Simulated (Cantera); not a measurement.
A perfectly stirred reactor is fed with C2H6 : H2 : N2 = 1 : 74 : 0.19 (molar parts), at 2670 Pa; it is held at 1975 K, and followed from long to short residence time.

Computed with Cantera and GRI-Mech 3.0 (53 species, 325 reactions). GRI-Mech 3.0 stops at C3 and has no aromatics, soot or wall deposition, so with more carbon than oxygen in the feed, carbon stays in small species such as C2H2 where larger ones or solid carbon would form. Radical loss at walls, strong at low pressure, is not modelled.

x: mole fraction; the columns are a selection and need not sum to one.

| τ (s) | x C2H6 | x H2 | x C2H2 | x CH4 | x C2H | x C2H4 |
|---|---|---|---|---|---|---|
| 8.0 | 3.04e-8 | 0.976 | 0.0126 | 0.000555 | 1.79e-6 | ___ |
| 2.4 | 1.04e-7 | 0.976 | 0.0123 | 0.00104 | 1.69e-6 | ___ |
| 0.70 | 3.67e-7 | 0.976 | 0.0118 | 0.00200 | 1.54e-6 | ___ |
| 0.21 | 1.27e-6 | 0.975 | 0.0108 | 0.00373 | 1.32e-6 | ___ |
| 0.061 | 4.46e-6 | 0.974 | 0.00919 | 0.00667 | 1.06e-6 | ___ |
| 0.018 | 1.50e-5 | 0.972 | 0.00709 | 0.0104 | 8.01e-7 | ___ |
| 0.0053 | 4.90e-5 | 0.970 | 0.00507 | 0.0138 | 5.83e-7 | ___ |
| 0.0016 | 0.000156 | 0.969 | 0.00360 | 0.0157 | 4.26e-7 | ___ |
| 0.00046 | 0.000521 | 0.968 | 0.00241 | 0.0160 | 2.86e-7 | ___ |
| 0.00014 | 0.00163 | 0.969 | 0.00123 | 0.0141 | 1.35e-7 | ___ |

Fill in the missing entries.


- 8.0, x C2H4: 2.75e-6
- 2.4, x C2H4: 3.20e-6
- 0.70, x C2H4: 4.81e-6
- 0.21, x C2H4: 9.97e-6
- 0.061, x C2H4: 2.58e-5
- 0.018, x C2H4: 6.55e-5
- 0.0053, x C2H4: 0.000154
- 0.0016, x C2H4: 0.000351
- 0.00046, x C2H4: 0.000818
- 0.00014, x C2H4: 0.00150
